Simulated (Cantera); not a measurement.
**Ta(OEt)5 + H2O + H2 (tantalum, niobium, vanadium and zirconium in process gases)**

Feed: 1 mol Ta(OEt)5, 0.12 mol H2O, 48 mol H2, equilibrated at 1 atm.

Cantera equilibrium calculation (NASA polynomials, part measured and part estimated; ideal gas, pure solids and liquids). Candidate condensed phases: C, C6H6, C7H8, C8H18, H2O, Ta, TaC, Ta2O5; 113 gas species. The feed counts by its element totals alone. Mutual solubility and eutectic melting of coexisting phases are not modelled. TaC: taken at fixed stoichiometry. Condensed phases not in the tables: Ta2C. Equilibrium is a limit: real reactors are often held back by kinetics, nucleation or transport.

```tsv
T (K)	log p H2	log p CH4	log p CO	log p H	log p H2O	log p C2H2 (acetylene)	n Ta2O5(s)	n C(graphite)	n TaC(s)
898	-0.10	-0.75	-1.83	-10.01	-1.48	-10.48	0.500	0	0
1048	-0.04	-1.31	-1.43	-8.13	-2.19	-8.44	0.500	4.86	0
1198	-0.02	-1.84	-1.34	-6.73	-2.94	-7.03	0.441	6.14	0.118
1348	-0.03	-2.30	-1.10	-5.65	-3.37	-5.95	0	3.58	1.00
1498	-0.03	-2.65	-1.10	-4.78	-3.89	-5.09	0	3.74	1.00
1648	-0.03	-2.93	-1.10	-4.07	-4.32	-4.38	0	3.80	1.00
1798	-0.03	-3.17	-1.10	-3.47	-4.67	-3.79	0	3.82	1.00
1948	-0.03	-3.37	-1.10	-2.96	-4.97	-3.30	0	3.79	1.00
2098	-0.03	-3.54	-1.10	-2.53	-5.23	-2.88	0	3.69	1.00
2248	-0.03	-3.69	-1.10	-2.15	-5.45	-2.51	0	3.46	1.00
2398	-0.04	-3.83	-1.11	-1.82	-5.64	-2.20	0	3.04	1.00
2548	-0.05	-3.95	-1.11	-1.53	-5.82	-1.93	0	2.29	1.00
2698	-0.06	-4.08	-1.11	-1.28	-5.99	-1.69	0	1.10	1.00
```
log p: log10 of the partial pressure in bar; n: condensed amount in mol.

At 898 K the condensed part is Ta2O5(s). At 1048 K the condensed part is C(graphite) + Ta2O5(s). At 1198 K the condensed part is C(graphite) + TaC(s) + Ta2O5(s). From 1348 K to 2698 K the condensed part is C(graphite) + TaC(s).
